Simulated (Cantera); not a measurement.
A closed system holds: 1 mol SiC, 0.21 mol CO2, 4 mol H2, at 10.0 mbar.

Cantera equilibrium calculation (NASA polynomials, part measured and part estimated; ideal gas, pure solids and liquids). Candidate condensed phases: C, C6H6, C7H8, C8H18, H2O, Si, SiC, SiO2; 123 gas species. Mutual solubility and eutectic melting of coexisting phases are not modelled. The tables hold silica as quartz up to 1696 K and as liquid above; real silica turns to tridymite and cristobalite and melts near 1996 K. Gases not in the tables: Si2H6 and higher silanes. Rates play no part.

**Question.** What share of the Si ends up in condensed phases as a function of T (K), at 1048, 1148, 1248, 1348, 1448, 1548, 1648, 1748, 1848, 1948, 2048, 2148, 2248?

**Answer.** 
| T (K) | Si condensed (%) | as |
|---|---|---|
| 1048 | 100.0 | SiC(s) + SiO2(β-quartz) |
| 1148 | 100.0 | SiC(s) + SiO2(β-quartz) |
| 1248 | 100.0 | SiC(s) + SiO2(β-quartz) |
| 1348 | 99.9 | SiC(s) + SiO2(β-quartz) |
| 1448 | 98.4 | SiC(s) + SiO2(β-quartz) |
| 1548 | 89.5 | SiC(s) |
| 1648 | 89.5 | SiC(s) |
| 1748 | 89.5 | SiC(s) |
| 1848 | 89.5 | SiC(s) |
| 1948 | 89.3 | SiC(s) |
| 2048 | 88.8 | SiC(s) |
| 2148 | 87.0 | SiC(s) |
| 2248 | 82.8 | SiC(s) |
